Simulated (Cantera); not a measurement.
Predominance diagram of Sr at 1525 K against the partial pressures of O2 and Cl2 (log10, bar). Standard-state values (1 bar) from the NASA 1993 polynomials, evaluated with Cantera. Candidates: Sr(l), SrCl2(l), SrO(s). Only these pure phases compete in this equilibrium. Not in the tables: the peroxide, oxide halides.

```
log p(Cl2) \ log p(O2)
        columns: -27, -25.7, -24.3, -23, -21.7, -20.3, -19, -17.7, -16.3, -15, -13.7, -12.3, -11, -9.7, -8.3, -7, -5.7, -4.3, -3, -1.7, -0.3, 1
      0  A A A A A A A A A A A A A A A A A A A A A A
   -2.8  A A A A A A A A A A A A A A A A A A A A A A
   -5.6  A A A A A A A A A A A A A A A A A A A A A B
   -8.4  A A A A A A A A A A A A A A A A A B B B B B
  -11.2  A A A A A A A A A A A A A B B B B B B B B B
    -14  A A A A A A A A B B B B B B B B B B B B B B
  -16.8  A A A A B B B B B B B B B B B B B B B B B B
  -19.6  B B B B B B B B B B B B B B B B B B B B B B
  -22.4  B B B B B B B B B B B B B B B B B B B B B B
  -25.2  B B B B B B B B B B B B B B B B B B B B B B
    -28  B B B B B B B B B B B B B B B B B B B B B B
```

A: SrCl2(l); B: SrO(s).
